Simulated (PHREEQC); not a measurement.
Dissolve 0.016 mol/kgw NH4HF2, 0.000572 mol/kgw H2SiF6, 0.021 mol/kgw HBF4 and 0.058 mol/kgw HCl at 25 °C. Closed to the air; pH follows from the charge balance.

Model: ion-association model, wateq4f.dat, run in PHREEQC.

This is a speciation only: nothing precipitates in the calculation.

Task: Estimate the pH, ionic strength.

Result: pH 1.27; ionic strength 0.0812 mol/kgw.

Task: In which forms is B present?

Result: BF4- 98 %, BF3OH- 1.3 % of the B.

SiF6-2 is the database's only silicon fluoride. Real BF4- forms and hydrolyses slowly; the run takes it at equilibrium.
